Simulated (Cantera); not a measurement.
Input: 1 mol Fe2O3, 1.7 mol C, 0.63 mol H2, 3.3 mol CO, at 45.8 Torr.

Equilibrium computed with Cantera from the NASA thermochemical tables; the gas is ideal and each condensed phase is pure. Candidate condensed phases: C, C6H6, C7H8, C8H18, Fe, Fe(CO)5, FeO, Fe(OH)2, Fe(OH)3, Fe2O3, Fe3O4, H2O; 114 gas species. Each liquid is taken as pure. Mutual solubility and eutectic melting of coexisting phases are not modelled. The tables' stoichiometric FeO is somewhat more stable than real wüstite, so its field is too wide. FeO: taken at fixed stoichiometry. Rates play no part.

**Question.** Which condensed phases are stable at each of these points (T (°C)): 1175, 1250, 1325, 1400, 1475, 1550, 1625?

**Answer.** 
```json
[
 {"T (°C)": "1175", "condensed phases": "Fe(γ) + FeO(s)", "Fe condensed (%)": "100.0"},
 {"T (°C)": "1250", "condensed phases": "Fe(γ) + FeO(s)", "Fe condensed (%)": "100.0"},
 {"T (°C)": "1325", "condensed phases": "Fe(γ) + FeO(s)", "Fe condensed (%)": "100.0"},
 {"T (°C)": "1400", "condensed phases": "Fe(δ) + FeO(l)", "Fe condensed (%)": "100.0"},
 {"T (°C)": "1475", "condensed phases": "Fe(δ) + FeO(l)", "Fe condensed (%)": "99.9"},
 {"T (°C)": "1550", "condensed phases": "Fe(l) + FeO(l)", "Fe condensed (%)": "99.8"},
 {"T (°C)": "1625", "condensed phases": "Fe(l) + FeO(l)", "Fe condensed (%)": "99.5"}
]
```

From 1175 °C to 1325 °C the condensed part is Fe(γ) + FeO(s). From 1400 °C to 1475 °C the condensed part is Fe(δ) + FeO(l). From 1550 °C to 1625 °C the condensed part is Fe(l) + FeO(l).
